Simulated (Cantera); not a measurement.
Input: 1 mol Si, 0.003 mol H₂O, 1.1 mol H₂, equilibrated at 900 °C.

These are equilibrium values from Cantera (NASA tables, ideal gas, pure condensed phases), not measurements of a reactor. Candidate condensed phases: H₂O, Si, SiO₂; 18 gas species. Mutual solubility and eutectic melting of coexisting phases are not modelled. The tables hold silica as quartz up to 1696 K and as liquid above; real silica turns to tridymite and cristobalite and melts near 1996 K. Equilibrium is a limit: real reactors are often held back by kinetics, nucleation or transport.

Task: Which condensed phases are stable at each of these points (P (Pa)): 0.100, 2.50, 63, 1600, 40000, 1000000?

Result: 
```
P (Pa)         condensed phases  Si condensed (%)
-------  ----------------------  ----------------
0.100                     Si(s)              99.7
2.50                      Si(s)              99.7
63       Si(s) + SiO₂(β-quartz)             100.0
1600     Si(s) + SiO₂(β-quartz)             100.0
40000    Si(s) + SiO₂(β-quartz)             100.0
1000000  Si(s) + SiO₂(β-quartz)             100.0
```

From 1.00e-6 bar to 2.50e-5 bar the condensed part is Si(s). From 0.000630 bar to 10.0 bar the condensed part is Si(s) + SiO₂(β-quartz).
